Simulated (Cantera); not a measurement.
An isothermal, constant-pressure homogeneous reactor starts with 0.606 % H₂, 99.4 % O₂, equivalence ratio 0.0031, at 1150 K and 0.0132 atm.

Computed with Cantera and the H2/O2 subset of GRI-Mech 3.0, which has no nitrogen chemistry. Radical loss at walls, strong at low pressure, is not modelled.

One state of this run: x H₂ = 7.46e-7; x O₂ = 0.994; x HO₂ = 1.33e-7; x OH = 8.79e-5; x O = 0.000226; x H₂O₂ = 6.25e-9; x H = 1.70e-6. x: mole fraction; the columns are a selection and need not sum to one.

Task: Which value of t (s) does it belong to?
A) 0.301
B) 1.65
C) 6.00e-5
D) 9.10

Result: B, 1.65
